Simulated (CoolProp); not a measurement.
R123 at 293.15 K and 0.0563 MPa is throttled through a valve to 0.00136 MPa with no heat exchange. Each further row changes one setting.

Values from CoolProp's reference Helmholtz-energy equation of state, Younglove 1994. It is a modified Benedict-Webb-Rubin equation, recast in Helmholtz form.

```
case                          temperature change (K)  final density (kg/m³)
----------------------------  ----------------------  ---------------------
as stated                                       -2.2                      ?
outlet pressure 0.000408 MPa                       ?                      ?
outlet pressure 0.00177 MPa                     -2.2                  0.112
```

**Question.** What belongs in the gaps?

**Answer.** 
- as stated, final density (kg/m³): 0.0860
- outlet pressure 0.000408 MPa, temperature change (K): -2.3
- outlet pressure 0.000408 MPa, final density (kg/m³): 0.0258
